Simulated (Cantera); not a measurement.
Cantera run:

```python
import numpy as np
import cantera as ct

gas_names = """
    CL CL2 H HCL H2 Si SiCL SiCL2 SiCL3 SiCL4 SiH SiHCL3 SiH2 SiH2CL2 SiH3 SiH3CL SiH4 Si2 Si3
""".split()
cond_names = """
    Si(cr) Si(L)
""".split()


def load(file, names, dense=False):
    # The tables refer to 1 bar. Condensed volumes are neglected.
    table = {s.name: s for s in ct.Species.list_from_file(file)}
    out = []
    for n in names:
        d = dict(table[n].input_data)
        d["thermo"] = dict(d["thermo"], **{"reference-pressure": 1e5})
        if dense:
            d["equation-of-state"] = {"model": "constant-volume", "density": "1e6 g/cm^3"}
        out.append(ct.Species.from_dict(d))
    return out


gas = ct.Solution(thermo="ideal-gas", species=load("nasa_gas.yaml", gas_names))
cond = {s.name: ct.Solution(thermo="fixed-stoichiometry", species=[s], name=s.name)
        for s in load("nasa_condensed.yaml", cond_names, dense=True)}
atoms = {
    'SiCl4': {'Si': 1, 'CL': 4},
    'H2': {'H': 2},
}
top_T = {}  # K; cautious upper limits of use, not melting points


def equilibrate(T, P, feed):
    n = {}
    for name, mol in feed.items():
        for a, k in atoms[name].items():
            n[a] = n.get(a, 0.0) + k * mol
    gas.TPX = T, P, n
    mass = sum(n.values()) * gas.mean_molecular_weight
    gas.equilibrate("TP")
    valid = [c for c in cond.values() if c.min_temp <= T <= top_T.get(c.name, c.max_temp)]
    mix = ct.Mixture([(gas, mass / gas.mean_molecular_weight)] + [(c, 0.0) for c in valid])
    mix.T, mix.P = T, P
    mix.equilibrate("TP", solver="vcs", rtol=1e-11, max_steps=5000)
    return mix


results = []
feed = {'SiCl4': 1, 'H2': 5.4}  # mol
P = 12000  # Pa
for T in [925, 975, 1025, 1075, 1125, 1175, 1225, 1275]:
    mix = equilibrate(T, P, feed)
    results.append((T, P, feed, dict(zip(mix.species_names, mix.species_moles))))

top = {s: max(r[3][s] / sum(r[3][g] for g in gas_names) for r in results) for s in gas_names}
cols = sorted((s for s in top if top[s] > 0.0001), key=lambda s: -top[s])[:5]
seen = [c for c in cond_names if any(r[3].get(c, 0) > 1e-12 for r in results)]
print("log10 of partial pressures in bar; condensed amounts in mol")
print(f"{'T/K':>10s}" + "".join(f"{s[:9]:>10s}" for s in cols + seen))
for T, P, feed, n in results:
    ng = sum(n[g] for g in gas_names)
    print(f"{T:10.4g}" + "".join(f"{np.log10(max(n[s] / ng * P / 1e5, 1e-99)):10.3f}" for s in cols)
          + "".join(f"{n.get(c, 0):10.4g}" for c in seen))
```

Output:

```
log10 of partial pressures in bar; condensed amounts in mol
       T/K        H2     SiCL4       HCL     SiCL2    SiHCL3
       925    -1.005    -1.788    -2.605    -5.289    -2.627
       975    -1.008    -1.804    -2.508    -4.636    -2.547
      1025    -1.011    -1.823    -2.414    -4.064    -2.486
      1075    -1.015    -1.846    -2.319    -3.576    -2.448
      1125    -1.021    -1.876    -2.217    -3.174    -2.440
      1175    -1.028    -1.916    -2.107    -2.854    -2.464
      1225    -1.038    -1.969    -1.996    -2.604    -2.517
      1275    -1.050    -2.042    -1.890    -2.408    -2.596
```

Cantera equilibrium calculation (NASA polynomials, part measured and part estimated; ideal gas, pure solids and liquids). The tables' values for SiCl3 are old estimates; treat these amounts as uncertain.
